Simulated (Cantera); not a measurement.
A Cantera script and what it prints.

```python
import numpy as np
import cantera as ct

gas_names = """
    CL CLO CL2 H HCL HOCL HO2 H2 H2O H2O2 O OH O2 O3 Ti TiCL TiCL2 TiCL3 TiCL4 TiO TiOCL TiOCL2 TiO2
""".split()
cond_names = """
    H2O(s) H2O(L) Ti(a) Ti(b) Ti(L) TiCL2(s) TiCL3(s) TiCL4(L) TiO(a) TiO(b) TiO(L) TiO2(ru) TiO2(L)
    Ti2O3(a) Ti2O3(b) Ti2O3(L) Ti3O5(a) Ti3O5(b) Ti3O5(L) Ti4O7(s) Ti4O7(L)
""".split()


# ... load() reads the species with a 1 bar reference pressure and builds the phases ...
atoms = {
    'TiO2': {'Ti': 1, 'O': 2},
    'HCl': {'H': 1, 'CL': 1},
    'O2': {'O': 2},
    'H2O': {'H': 2, 'O': 1},
}
top_T = {'TiCL2(s)': 1300, 'TiCL3(s)': 1000}  # K; cautious upper limits of use, not melting points


# ... equilibrate(T, P, feed) seeds the gas with the atoms and calls Mixture.equilibrate('TP', solver="vcs", rtol=1e-11, max_steps=5000) ...
results = []
T = 1125  # K
P = 1100  # Pa
for m in [0.056, 0.1, 0.15, 0.19, 0.24, 0.28, 0.32, 0.37, 0.41, 0.46, 0.5, 0.55, 0.59]:
    feed = {'TiO2': 1, 'HCl': 0.015, 'O2': m, 'H2O': 0.016}  # mol
    mix = equilibrate(T, P, feed)
    results.append((T, P, feed, dict(zip(mix.species_names, mix.species_moles))))

top = {s: max(r[3][s] / sum(r[3][g] for g in gas_names) for r in results) for s in gas_names}
cols = sorted((s for s in top if top[s] > 1e-05), key=lambda s: -top[s])[:7]
seen = [c for c in cond_names if any(r[3].get(c, 0) > 1e-12 for r in results)]
print("log10 of partial pressures in bar; condensed amounts in mol")
print(f"{'n(O2)':>10s}" + "".join(f"{s[:9]:>10s}" for s in cols + seen))
for T, P, feed, n in results:
    ng = sum(n[g] for g in gas_names)
    print(f"{feed['O2']:10.4g}" + "".join(f"{np.log10(max(n[s] / ng * P / 1e5, 1e-99)):10.3f}" for s in cols)
          + "".join(f"{n.get(c, 0):10.4g}" for c in seen))
```

It prints:

```
log10 of partial pressures in bar; condensed amounts in mol
     n(O2)        O2       H2O       HCL       CL2        CL  TiO2(ru)
     0.056    -2.150    -2.688    -2.734    -4.669    -5.022         1
       0.1    -2.076    -2.865    -2.913    -4.813    -5.094         1
      0.15    -2.040    -3.005    -3.055    -4.938    -5.157         1
      0.19    -2.024    -3.092    -3.142    -5.018    -5.197         1
      0.24    -2.012    -3.180    -3.231    -5.102    -5.239         1
      0.28    -2.004    -3.240    -3.291    -5.159    -5.267         1
      0.32    -1.999    -3.292    -3.344    -5.210    -5.293         1
      0.37    -1.994    -3.350    -3.402    -5.266    -5.321         1
      0.41    -1.990    -3.391    -3.444    -5.306    -5.341         1
      0.46    -1.987    -3.438    -3.491    -5.352    -5.364         1
       0.5    -1.985    -3.472    -3.525    -5.385    -5.381         1
      0.55    -1.983    -3.510    -3.565    -5.424    -5.400         1
      0.59    -1.981    -3.539    -3.594    -5.453    -5.414         1
```

Equilibrium computed with Cantera from the NASA thermochemical tables; the gas is ideal and each condensed phase is pure. Condensed phases not in the tables: TiOCl.
